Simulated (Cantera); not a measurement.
A closed system holds: 1 mol Ta, 1 mol CO2, 88 mol H2, at 2523 K and 0.100 bar.

Equilibrium computed with Cantera from the NASA thermochemical tables; the gas is ideal and each condensed phase is pure. Candidate condensed phases: C, C6H6, C7H8, C8H18, H2O, Ta, TaC, Ta2O5; 113 gas species. Condensed phases not in the tables: Ta2C, N, O or C dissolved in the metal. Equilibrium is a limit: real reactors are often held back by kinetics, nucleation or transport.

Base state: H2 0.898, H 0.0833, CO 0.0107, H2O 0.00435, TaO2 0.00258, TaO 0.00111, OH 8.58e-5 (mole fractions); condensed: Ta(s).

Task: What changes in the equilibrium state with this change: temperature from 2523 K to 800 K?

Result: 
| species | before | after |
|---|---|---|
| H2 | 0.898 | 0.991 |
| CH4 | <1e-9 | 0.00917 |
| H2O | 0.00435 | 2.73e-6 |
| H | 0.0833 | <1e-9 |
| CO | 0.0107 | 8.19e-8 |
| TaO2 | 0.00258 | <1e-9 |
| TaO | 0.00111 | <1e-9 |
| OH | 8.58e-5 | <1e-9 |
| Ta(s), mol | 0.656 | 0 |
| TaC(s), mol | 0 | 0.200 |
| Ta2O5(s), mol | 0 | 0.400 |
TaC: taken at fixed stoichiometry. Condensed phases not in the tables: Ta2C.
